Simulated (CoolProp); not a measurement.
Vapour-liquid equilibrium of carbon dioxide (1) + sulfur dioxide (2) at 268.6 K; x and y are mole fractions of (1).

Model: multi-fluid Helmholtz-energy mixture model, Span 1996 and Gao 2016; pair parameters Bell 2016, in CoolProp.

```json
[
 {"x": "0.05", "bubble pressure, mixture model (MPa)": "0.3020", "bubble pressure, Raoult's law (MPa)": "0.2763", "y, mixture model": "0.581", "y, Raoult's law": "0.558"},
 {"x": "0.15", "bubble pressure, mixture model (MPa)": "0.6428", "bubble pressure, Raoult's law (MPa)": "0.5718", "y, mixture model": "0.812", "y, Raoult's law": "0.809"},
 {"x": "0.25", "bubble pressure, mixture model (MPa)": "0.9669", "bubble pressure, Raoult's law (MPa)": "0.8674", "y, mixture model": "0.881", "y, Raoult's law": "0.889"},
 {"x": "0.35", "bubble pressure, mixture model (MPa)": "1.269", "bubble pressure, Raoult's law (MPa)": "1.163", "y, mixture model": "0.914", "y, Raoult's law": "0.928"},
 {"x": "0.45", "bubble pressure, mixture model (MPa)": "1.548", "bubble pressure, Raoult's law (MPa)": "1.458", "y, mixture model": "0.935", "y, Raoult's law": "0.952"},
 {"x": "0.55", "bubble pressure, mixture model (MPa)": "1.807", "bubble pressure, Raoult's law (MPa)": "1.754", "y, mixture model": "0.949", "y, Raoult's law": "0.967"},
 {"x": "0.65", "bubble pressure, mixture model (MPa)": "2.057", "bubble pressure, Raoult's law (MPa)": "2.049", "y, mixture model": "0.960", "y, Raoult's law": "0.978"},
 {"x": "0.75", "bubble pressure, mixture model (MPa)": "2.309", "bubble pressure, Raoult's law (MPa)": "2.345", "y, mixture model": "0.970", "y, Raoult's law": "0.986"},
 {"x": "0.85", "bubble pressure, mixture model (MPa)": "2.581", "bubble pressure, Raoult's law (MPa)": "2.640", "y, mixture model": "0.981", "y, Raoult's law": "0.993"},
 {"x": "0.95", "bubble pressure, mixture model (MPa)": "2.898", "bubble pressure, Raoult's law (MPa)": "2.936", "y, mixture model": "0.993", "y, Raoult's law": "0.998"}
]
```

The largest gap from Raoult's law is +12.4 % in bubble pressure, at x = 0.15. No azeotrope shows between x = 0.05 and 0.95.

The pair parameters rest on a limited set of measurements; away from them the model extrapolates. The gap from Raoult's law changes sign with composition, which may be real or a fault of the pair parameters; it wasn't checked against measurements.
